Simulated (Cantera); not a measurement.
Feed: 1 mol SiC, 0.014 mol CO2, 26 mol N2, 0.024 mol O2, held at 10.0 mbar.

These are equilibrium values from Cantera (NASA tables, ideal gas, pure condensed phases), not measurements of a reactor. Candidate condensed phases: C, Si, SiC, SiO2, Si2N2O, Si3N4; 34 gas species. N2 is the only nitrogen source here; it is nearly inert below about 1500 K, so the nitride shown seldom forms there in practice. Mutual solubility and eutectic melting of coexisting phases are not modelled. The numbers say what is thermodynamically allowed, not how fast it happens.

### Question
Which condensed phases are stable at each of these points (T (K)): 1073, 1173, 1273, 1373, 1473, 1573, 1673, 1773, 1873, 1973, 2073?

### Answer
| T (K) | condensed phases | Si condensed (%) |
|---|---|---|
| 1073 | C(graphite) + Si2N2O(s) + Si3N4(s) | 100.0 |
| 1173 | C(graphite) + Si2N2O(s) + Si3N4(s) | 100.0 |
| 1273 | C(graphite) + Si2N2O(s) + Si3N4(s) | 100.0 |
| 1373 | C(graphite) + SiC(s) + Si2N2O(s) | 100.0 |
| 1473 | SiC(s) + Si2N2O(s) | 100.0 |
| 1573 | SiC(s) + Si2N2O(s) | 99.6 |
| 1673 | SiC(s) | 96.9 |
| 1773 | SiC(s) | 96.8 |
| 1873 | SiC(s) | 96.5 |
| 1973 | SiC(s) | 95.5 |
| 2073 | SiC(s) | 94.1 |

From 1073 K to 1273 K the condensed part is C(graphite) + Si2N2O(s) + Si3N4(s). At 1373 K the condensed part is C(graphite) + SiC(s) + Si2N2O(s). From 1473 K to 1573 K the condensed part is SiC(s) + Si2N2O(s). From 1673 K to 2073 K the condensed part is SiC(s).
